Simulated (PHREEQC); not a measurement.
Ca(OH)2 is added in steps, without added water, to 1 kg of water holding 0.0017 mol HF, 0.0071 mol KF and 6.6e-05 mol HCl, at 25 °C. Oxygen alone is held at its pressure in air (log pO2 = -0.68). CO2 from the air is kept out. Only these solids could form: Fluorite, Sylvite.

Base run: PHREEQC, ion-association model, phreeqc.dat. Each further column changes one thing. The table gives pH.

| Ca(OH)2 added (mol) | base | HF from 0.0017 to 0.0085 mol/kgw | HF from 0.0017 to 0.00034 mol/kgw | no solid may form |
|---|---|---|---|---|
| 0 | 3.80 | 3.14 | 4.43 | 3.80 |
| 6.875e-05 | 3.83 | 3.14 | … | 3.84 |
| 0.0002062 | 3.91 | 3.16 | 8.77 | 3.93 |
| 0.000275 | 3.96 | 3.16 | … | 3.99 |
| 0.0004125 | 4.07 | 3.18 | 10.58 | 4.11 |
| 0.0004813 | 4.14 | 3.19 | … | 4.19 |
| 0.0006188 | 4.32 | … | 10.88 | 4.38 |
| 0.0006875 | 4.45 | 3.21 | … | 4.52 |
| 0.000825 | 4.98 | 3.23 | 11.05 | 5.06 |
| 0.0008938 | 9.29 | 3.23 | 11.10 | 9.28 |
| 0.001031 | 10.43 | … | 11.17 | 10.42 |
| 0.0011 | 10.59 | … | 11.21 | 10.58 |

### Question
Complete the blanks.

### Answer

- 6.875e-05, HF from 0.0017 to 0.00034 mol/kgw: 4.61
- 0.000275, HF from 0.0017 to 0.00034 mol/kgw: 10.11
- 0.0004813, HF from 0.0017 to 0.00034 mol/kgw: 10.70
- 0.0006188, HF from 0.0017 to 0.0085 mol/kgw: 3.20
- 0.0006875, HF from 0.0017 to 0.00034 mol/kgw: 10.94
- 0.001031, HF from 0.0017 to 0.0085 mol/kgw: 3.25
- 0.0011, HF from 0.0017 to 0.0085 mol/kgw: 3.26

 In at least one series the solution becomes supersaturated in solids that the run did not let form, among them Fluorite.
